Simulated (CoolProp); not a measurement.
R1336mzz(E) along the isobar 0.101 MPa: density (kg/m³) from the reference equation and from simpler models built on Tc = 130.4 °C, pc = 2.779 MPa, ω = 0.413; each cubic takes its own stable root.

Model: reference Helmholtz-energy equation of state, Akasaka 2023, in CoolProp.

```json
[
 {"T (°C)": "31.25", "phase": "gas", "reference": "6.794", "ideal gas": "6.547", "van der Waals": "6.689", "Redlich-Kwong": "6.734", "Soave-Redlich-Kwong": "6.766"},
 {"T (°C)": "39.25", "phase": "gas", "reference": "6.598", "ideal gas": "6.379", "van der Waals": "6.510", "Redlich-Kwong": "6.549", "Soave-Redlich-Kwong": "6.576"},
 {"T (°C)": "47.35", "phase": "gas", "reference": "6.412", "ideal gas": "6.218", "van der Waals": "6.338", "Redlich-Kwong": "6.371", "Soave-Redlich-Kwong": "6.394"},
 {"T (°C)": "55.35", "phase": "gas", "reference": "6.239", "ideal gas": "6.066", "van der Waals": "6.177", "Redlich-Kwong": "6.206", "Soave-Redlich-Kwong": "6.224"},
 {"T (°C)": "63.35", "phase": "gas", "reference": "6.077", "ideal gas": "5.922", "van der Waals": "6.024", "Redlich-Kwong": "6.049", "Soave-Redlich-Kwong": "6.064"},
 {"T (°C)": "71.35", "phase": "gas", "reference": "5.923", "ideal gas": "5.785", "van der Waals": "5.878", "Redlich-Kwong": "5.901", "Soave-Redlich-Kwong": "5.913"},
 {"T (°C)": "79.45", "phase": "gas", "reference": "5.776", "ideal gas": "5.652", "van der Waals": "5.738", "Redlich-Kwong": "5.758", "Soave-Redlich-Kwong": "5.767"},
 {"T (°C)": "87.45", "phase": "gas", "reference": "5.638", "ideal gas": "5.526", "van der Waals": "5.606", "Redlich-Kwong": "5.623", "Soave-Redlich-Kwong": "5.631"},
 {"T (°C)": "95.45", "phase": "gas", "reference": "5.507", "ideal gas": "5.406", "van der Waals": "5.481", "Redlich-Kwong": "5.495", "Soave-Redlich-Kwong": "5.501"}
]
```
